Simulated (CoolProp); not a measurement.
Vapour-liquid equilibrium of acetone (1) + ethanol (2) at 0.761 MPa; x and y are mole fractions of (1).

Values from CoolProp's multi-fluid Helmholtz-energy mixture model, Lemmon 2006 and Schroeder 2014; pair parameters Bell 2016.

| x | bubble temperature (°C) | y at the bubble point | dew temperature at overall composition x (°C) | liquid density (mol/L) |
|---|---|---|---|---|
| 0.05 | (withheld) | 0.084 | (withheld) | 14.22 |
| 0.2 | 134.9 | 0.282 | 136.4 | 13.66 |
| 0.35 | 132.4 | (withheld) | 133.7 | (withheld) |
| 0.5 | (withheld) | 0.557 | 131.4 | 12.61 |
| 0.65 | 129.7 | (withheld) | 129.9 | 12.15 |
| 0.8 | 129.4 | (withheld) | 129.4 | 11.72 |
| 0.95 | 129.9 | 0.944 | 129.9 | 11.33 |

Problem. What belongs in the gaps?

Solution. 
- 0.05, bubble temperature (°C): 138.6
- 0.05, dew temperature at overall composition x (°C): 139.3
- 0.35, y at the bubble point: 0.432
- 0.35, liquid density (mol/L): 13.12
- 0.5, bubble temperature (°C): 130.7
- 0.65, y at the bubble point: 0.674
- 0.8, y at the bubble point: 0.799

y crosses x between x = 0.65 and 0.8: the model has an azeotrope there.

The pair parameters rest on a limited set of measurements; away from them the model extrapolates.
